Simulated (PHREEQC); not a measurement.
Solution (50 °C): 6.27 mmol/kgw Al2(SO4)3. Closed to the air; pH follows from the charge balance.

Model: ion-association model, phreeqc.dat, run in PHREEQC.

No solid was allowed to form.

Question: Order these Al species by the share of Al that they hold, largest first: Al+3, AlOH+2, Al(OH)2+, AlSO4+, Al(SO4)2-.

Answer: AlSO4+ (74 %), Al+3 (14 %), Al(SO4)2- (9.6 %), AlOH+2 (2.0 %), Al(OH)2+ (0.36 %)

Question: Order these S species by the share of S that they hold, largest first: HSO4-, SO4-2, AlSO4+, Al(SO4)2-.

Answer: AlSO4+ (50 %), SO4-2 (37 %), Al(SO4)2- (13 %), HSO4- (0.72 %)

The pH is 3.75 and the ionic strength 0.0277 mol/kgw. Examples of supersaturated solids here: Gibbsite (slow to form). Others may be too. Species that the database lacks are ignored. Constants without temperature data keep their 25 °C values here.
